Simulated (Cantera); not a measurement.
Input: 1 mol SiCl4, 0.14 mol HCl, 73 mol H2.

Cantera equilibrium calculation (NASA polynomials, part measured and part estimated; ideal gas, pure solids and liquids). Candidate condensed phases: Si; 19 gas species. The tables' values for SiCl3 are old estimates. Rates play no part.

Stable condensed phases, one row left out:

```
T in K \ P in Pa
            100    210    460    980   2100   4500   9600  20000  44000  94000 200000
   1750       A      A      A      A      A      A      A      A      A      A      A
   1650       A      A      A      A      A      A      A      A      A      A      A
   1550       A      A      A      A      A      A      A      A      A      A      A
   1450       A      A      A      A      A      A      A      A      A      A      A
   1350       A      A      A      A      A      A      A      A      A      A      A
   1250       A      A      A      A      A      A      A      A      A      A      A
   1050       A      A      A      A      A      A      A      A      A      B      B
    950       A      A      A      A      A      A      B      B      B      B      B
```

A: Si; B: gas only.

Problem. Give the row for 1150 K.

Solution. 100: Si; 210: Si; 460: Si; 980: Si; 2100: Si; 4500: Si; 9600: Si; 20000: Si; 44000: Si; 94000: Si; 200000: Si.
